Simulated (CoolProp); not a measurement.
Vapour-liquid equilibrium of propylene (1) + isobutane (2) at 676 kPa; x and y are mole fractions of (1).

The numbers come from the multi-fluid Helmholtz-energy mixture model, Lemmon 2013 and Bücker 2006; pair parameters Bell 2016 in CoolProp.

```tsv
x	bubble temperature (K)	y at the bubble point	dew temperature at overall composition x (K)	liquid density (mol/L)
0.05	318.3	0.130	321.0	9.104
0.15	[?]	0.312	317.6	9.450
0.25	307.4	0.441	314.1	9.786
0.35	303.6	0.548	310.6	[?]
0.45	300.0	0.647	[?]	10.50
0.55	296.2	0.739	303.5	10.89
0.65	292.3	0.823	299.8	11.30
0.75	288.1	[?]	295.7	11.73
0.85	283.9	0.951	[?]	12.17
0.95	279.9	0.988	284.0	12.60
```

Question: What belongs in the gaps?

Answer: 
- 0.15, bubble temperature (K): 312.0
- 0.35, liquid density (mol/L): 10.13
- 0.45, dew temperature at overall composition x (K): 307.1
- 0.75, y at the bubble point: 0.895
- 0.85, dew temperature at overall composition x (K): 290.9

No azeotrope shows between x = 0.05 and 0.95.

Pair parameters are fitted to limited data, so mixtures are less certain than the pure fluids. The gap from Raoult's law changes sign with composition, which may be real or a fault of the pair parameters; it wasn't checked against measurements.
